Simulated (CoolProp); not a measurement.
A simple Rankine cycle with tetrahydrofuran: condensing at 318.15 K, boiler at 4.55 MPa, turbine inlet 544 K, turbine efficiency 0.8, pump efficiency 0.6, no recuperator. Each further row changes one setting.

Model: reference Helmholtz-energy equation of state, Fiedler 2023, in CoolProp.

```csv
case,thermal efficiency (%),net work (kJ/kg),heat in (kJ/kg),turbine exit temperature (K),volume ratio over the turbine
as stated,22.6,156,692,397.3,?
condensing temperature 310.15 K,23.6,167,707,?,154
boiler pressure 3.18 MPa,?,160,735,422.7,?
turbine efficiency 0.7,19.6,136,692,411.0,?
```

Problem. What belongs in the gaps?

Solution. 
- as stated, volume ratio over the turbine: 115
- condensing temperature 310.15 K, turbine exit temperature (K): 390.0
- boiler pressure 3.18 MPa, thermal efficiency (%): 21.8
- boiler pressure 3.18 MPa, volume ratio over the turbine: 66.6
- turbine efficiency 0.7, volume ratio over the turbine: 119
